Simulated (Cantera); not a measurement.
An adiabatic, constant-volume homogeneous reactor starts with CH4 : O2 : N2 = 1 : 2.47 : 9.28 (molar parts), equivalence ratio 0.81, at 1498 K and 1.00 bar. Integrator tolerance rtol = 1e-08.

Model: GRI-Mech 3.0 (53 species, 325 reactions), integrated in Cantera.

Task: What does this change do: CH4 1 to 1.4 parts?

Result: 
```tsv
quantity	before	after
time of steepest temperature rise	1.06 ms	1.19 ms
temperature at 8.00 s	2827 K	2927 K
equilibrium temperature	2827 K	2927 K
x(CH4) at 8.00 s	<1e-12 (gas-phase equilibrium <1e-12)	<1e-12 (gas-phase equilibrium <1e-12)
x(O2) at 8.00 s	0.0395 (gas-phase equilibrium 0.0395)	0.0127 (gas-phase equilibrium 0.0127)
x(CH2O) at 8.00 s	2.49e-10 (gas-phase equilibrium 2.49e-10)	1.63e-9 (gas-phase equilibrium 1.63e-9)
x(NO) at 8.00 s	0.0156 (gas-phase equilibrium 0.0156)	0.00978 (gas-phase equilibrium 0.00978)
x(CH2) at 8.00 s	<1e-12 (gas-phase equilibrium <1e-12)	<1e-12 (gas-phase equilibrium <1e-12)
x(CH2CO) at 8.00 s	<1e-12 (gas-phase equilibrium <1e-12)	<1e-12 (gas-phase equilibrium <1e-12)
x(H2O) at 8.00 s	0.126 (gas-phase equilibrium 0.126)	0.148 (gas-phase equilibrium 0.148)
```
